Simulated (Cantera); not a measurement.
Feed: 1 mol AlI₃, 24 mol N₂, 680 mol H₂, 29 mol N₂O, equilibrated at 0.440 bar.

Cantera equilibrium calculation (NASA polynomials, part measured and part estimated; ideal gas, pure solids and liquids). Candidate condensed phases: Al, AlI₃, AlN, Al₂O₃, H₂O, I₂; 41 gas species. Gases not in the tables: Al(OH)₃. Equilibrium is a limit: real reactors are often held back by kinetics, nucleation or transport. All values below are at 1573 K.

Base state: H₂ 0.886, N₂ 0.0721, H₂O 0.0374, HI 0.00245, I 0.00163, H 5.77e-5 (mole fractions); condensed: Al₂O₃(s).

Question: What changes in the equilibrium state with this change: pressure from 0.440 bar to 0.0100 bar?

Answer: 
```csv
species,before,after
H₂,0.886,0.886
N₂,0.0721,0.0720
H₂O,0.0374,0.0374
HI,0.00245,0.000756
I,0.00163,0.00332
H,5.77e-5,0.000383
"Al₂O₃(s), mol",0.500,0.500
```
